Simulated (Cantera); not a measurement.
Input: 1 mol SiH4, 0.92 mol Cl2, 3.6 mol H2, equilibrated at 902 °C and 3200 Pa.

Cantera equilibrium calculation (NASA polynomials, part measured and part estimated; ideal gas, pure solids and liquids). Candidate condensed phases: Si; 19 gas species. The tables' values for SiCl3 are old estimates; treat these amounts as uncertain. Equilibrium is a limit: real reactors are often held back by kinetics, nucleation or transport.

Base state: H2 0.860, HCl 0.0723, SiCl4 0.0360, SiCl2 0.0139, SiHCl3 0.0101, SiCl3 0.00714, SiH2Cl2 0.000363 (mole fractions); condensed: Si(s).

Q: What changes in the equilibrium state with this change: 0.33 mol HF added?

A: 
| species | before | after |
|---|---|---|
| H2 | 0.860 | 0.851 |
| HCl | 0.0723 | 0.0710 |
| SiCl4 | 0.0360 | 0.0342 |
| SiF4 | 0 | 0.0112 |
| SiHCl3 | 0.0101 | 0.00965 |
| SiCl2 | 0.0139 | 0.0135 |
| SiHF3 | 0 | 0.00153 |
| SiF3 | 0 | 0.000468 |
| HF | 0 | 0.000153 |
| Si(s), mol | 0.581 | 0.497 |
The tables' values for SiCl3, SiF3, SiF2 are old estimates; treat these amounts as uncertain.

Q: What changes in the equilibrium state with this change: H2 from 3.6 to 240 mol?

A: 
| species | before | after |
|---|---|---|
| H2 | 0.860 | 0.993 |
| HCl | 0.0723 | 0.00727 |
| SiCl2 | 0.0139 | 0.000121 |
| SiCl4 | 0.0360 | 2.76e-6 |
| SiHCl3 | 0.0101 | 8.89e-6 |
| SiCl3 | 0.00714 | 5.86e-6 |
| SiH2Cl2 | 0.000363 | 3.67e-6 |
| Si(s), mol | 0.581 | 0.965 |
